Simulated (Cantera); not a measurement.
An adiabatic, constant-volume homogeneous reactor starts with CH4 : C2H6 : O2 : N2 : CO2 = 1 : 0.23 : 4.75 : 17.9 : 3.3 (molar parts), equivalence ratio 0.59, at 1475 K and 1000000 Pa.

Detailed kinetics in Cantera: GRI-Mech 3.0 (53 species, 325 reactions).

One state of this run: T (K) = 2570; P (bar) = 17.6; x CH4 = <1e-12; x C2H6 = <1e-12; x O2 = 0.0664; x HO2 = 1.43e-5; x CO2 = 0.165. x: mole fraction; the columns are a selection and need not sum to one.

Problem. Which value of t (s) does it belong to?
A. 2.00e-6
B. 5.86e-6
C. 1.72e-5
D. 0.800

Solution. D, 0.800
